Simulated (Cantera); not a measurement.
A Cantera script and what it prints.

```python
import numpy as np
import cantera as ct

gas_names = [...]  # 92 gases of nasa_gas.yaml made of C, H, N
cond_names = """
    C(gr) C6H6(L) C7H8(L) C8H18(L),n-octa
""".split()


# ... load() reads the species with a 1 bar reference pressure and builds the phases ...
atoms = {
    'C3H6': {'C': 3, 'H': 6},
    'H2': {'H': 2},
    'N2': {'N': 2},
}
top_T = {'C(gr)': 4500}  # K; cautious upper limits of use, not melting points


# ... equilibrate(T, P, feed) seeds the gas with the atoms and calls Mixture.equilibrate('TP', solver="vcs", rtol=1e-11, max_steps=5000) ...
results = []
feed = {'C3H6': 1, 'H2': 39, 'N2': 2.4}  # mol
P = 1333.22  # Pa
for T in [1273, 1373, 1473, 1573, 1673, 1773, 1873, 1973, 2073]:
    mix = equilibrate(T, P, feed)
    results.append((T, P, feed, dict(zip(mix.species_names, mix.species_moles))))
    x = sorted(zip(gas.X, gas.species_names), reverse=True)
    print(f"T = {T:g} K  P = {P:g} Pa  gas = {mix.phase_moles(0):.4g} mol")
    print("   x: " + "  ".join(f"{s} {v:.3e}" for v, s in x if v > 0.0001))
    print("   condensed (mol): " + ("  ".join(f"{mix.phase(i).name} {mix.phase_moles(i):.4g}"
          for i in range(1, mix.n_phases) if mix.phase_moles(i) > 1e-12) or "none"))
```

Result:

```
T = 1273 K  P = 1333.22 Pa  gas = 44.4 mol
   x: H2 9.458e-01  N2 5.404e-02  CH4 1.120e-04
   condensed (mol): C(gr) 2.993
T = 1373 K  P = 1333.22 Pa  gas = 44.4 mol
   x: H2 9.458e-01  N2 5.401e-02
   condensed (mol): C(gr) 2.993
T = 1473 K  P = 1333.22 Pa  gas = 44.4 mol
   x: H2 9.457e-01  N2 5.395e-02  HCN 1.967e-04  H 1.065e-04
   condensed (mol): C(gr) 2.989
T = 1573 K  P = 1333.22 Pa  gas = 44.41 mol
   x: H2 9.454e-01  N2 5.385e-02  HCN 3.896e-04  H 3.424e-04
   condensed (mol): C(gr) 2.98
T = 1673 K  P = 1333.22 Pa  gas = 44.42 mol
   x: H2 9.446e-01  N2 5.366e-02  H 9.586e-04  HCN 7.097e-04
   condensed (mol): C(gr) 2.962
T = 1773 K  P = 1333.22 Pa  gas = 44.45 mol
   x: H2 9.429e-01  N2 5.337e-02  H 2.392e-03  HCN 1.205e-03  C2H2,acetylene 1.320e-04
   condensed (mol): C(gr) 2.932
T = 1873 K  P = 1333.22 Pa  gas = 44.52 mol
   x: H2 9.394e-01  N2 5.290e-02  H 5.418e-03  HCN 1.926e-03  C2H2,acetylene 2.931e-04
   condensed (mol): C(gr) 2.884
T = 1973 K  P = 1333.22 Pa  gas = 44.65 mol
   x: H2 9.328e-01  N2 5.221e-02  H 1.129e-02  HCN 2.922e-03  C2H2,acetylene 5.976e-04  HNC 1.580e-04
   condensed (mol): C(gr) 2.809
T = 2073 K  P = 1333.22 Pa  gas = 44.89 mol
   x: H2 9.213e-01  N2 5.121e-02  H 2.186e-02  HCN 4.226e-03  C2H2,acetylene 1.129e-03  HNC 2.728e-04
   condensed (mol): C(gr) 2.696
```

These are equilibrium values from Cantera (NASA tables, ideal gas, pure condensed phases), not measurements of a reactor.
